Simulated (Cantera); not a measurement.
A freely propagating, adiabatic, planar premixed flame of H₂ : O₂ : N₂ : H₂O = 1 : 0.538 : 2.02 : 0.33 (molar parts), equivalence ratio 0.93, unburnt at 550 K and 1130 Torr; mixture-averaged transport, grid criteria slope 0.08 and curve 0.16, no radiation.

Cantera simulation using the H2/O2 subset of GRI-Mech 3.0, which has no nitrogen chemistry; the numbers are that mechanism's predictions, not measurements. Burning velocities carry a grid error of a few per cent, more on coarse grids.

### Question
How do the results move with these cheaper or finer settings: unity-Lewis-number transport; multicomponent transport; multicomponent+Soret transport; grid criteria slope 0.5, curve 1; grid criteria slope 0.25, curve 0.5; grid criteria slope 0.03, curve 0.06?

### Answer
```csv
setting,laminar burning velocity,thermal thickness,peak x(O),peak x(H),grid points
as above,480 cm/s,0.246 mm,0.00805,0.0298,108
unity-Lewis-number transport,352 cm/s,0.200 mm,0.00883,0.0375,103
multicomponent transport,476 cm/s,0.246 mm,0.00804,0.0298,108
multicomponent+Soret transport,444 cm/s,0.242 mm,0.00790,0.0283,108
"grid criteria slope 0.5, curve 1",557 cm/s,0.304 mm,0.00834,0.0308,40
"grid criteria slope 0.25, curve 0.5",502 cm/s,0.267 mm,0.00828,0.0303,48
"grid criteria slope 0.03, curve 0.06",473 cm/s,0.241 mm,0.00799,0.0296,242
```
Unity Lewis numbers drop preferential diffusion, which matters most where H2 and H carry the flame; Soret adds thermal diffusion.
